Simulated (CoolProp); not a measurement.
A simple Rankine cycle with water: condensing at 290.15 K, boiler at 13.2 MPa, turbine inlet 645.2 K, turbine efficiency 0.8, pump efficiency 0.7, no recuperator. Each further row changes one setting.

Model: reference Helmholtz-energy equation of state, Wagner 2002, in CoolProp.

```
case                             thermal efficiency (%)  net work (kJ/kg)  heat in (kJ/kg)  turbine exit temperature (K)  volume ratio over the turbine
-------------------------------  ----------------------  ----------------  ---------------  ----------------------------  -----------------------------
as stated                                          34.0               ___             2820                         290.1                           3130
turbine inlet 665.2 K                               ___               ___             2900                         290.1                            ___
condensing temperature 282.15 K                    34.9               994             2850                         282.2                            ___
boiler pressure 9.24 MPa                           33.5               985              ___                         290.1                            ___
turbine efficiency 0.7                             29.7               836             2820                         290.1                           3330
```

### Question
What belongs in the gaps?

### Answer

- as stated, net work (kJ/kg): 958
- turbine inlet 665.2 K, thermal efficiency (%): 34.3
- turbine inlet 665.2 K, net work (kJ/kg): 995
- turbine inlet 665.2 K, volume ratio over the turbine: 2950
- condensing temperature 282.15 K, volume ratio over the turbine: 5090
- boiler pressure 9.24 MPa, heat in (kJ/kg): 2940
- boiler pressure 9.24 MPa, volume ratio over the turbine: 2040

The expansion ends wet for: as stated; turbine inlet 665.2 K; condensing temperature 282.15 K; boiler pressure 9.24 MPa; turbine efficiency 0.7.
